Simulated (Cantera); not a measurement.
Feed: 1 mol CS₂, 0.71 mol SO₂, 1.7 mol N₂, equilibrated at 3350 K and 0.000950 bar.

Cantera equilibrium calculation (NASA polynomials, part measured and part estimated; ideal gas, pure solids and liquids). Candidate condensed phases: C, S; 35 gas species. Kinetics and transport are ignored.

Base state: S 0.463, N₂ 0.291, CO 0.172, O 0.0693, SO 0.00219, N 0.00184, NO 0.000596, S₂ 0.000507 (mole fractions); condensed: gas only.

Question: What changes in the equilibrium state with this change: N₂ from 1.7 to 9.1 mol?

Answer: 
| species | before | after |
|---|---|---|
| N₂ | 0.291 | 0.686 |
| S | 0.463 | 0.204 |
| CO | 0.172 | 0.0755 |
| O | 0.0693 | 0.0309 |
| S₂ | 0.000507 | 9.86e-5 |
| CO₂ | 3.29e-5 | 6.44e-6 |
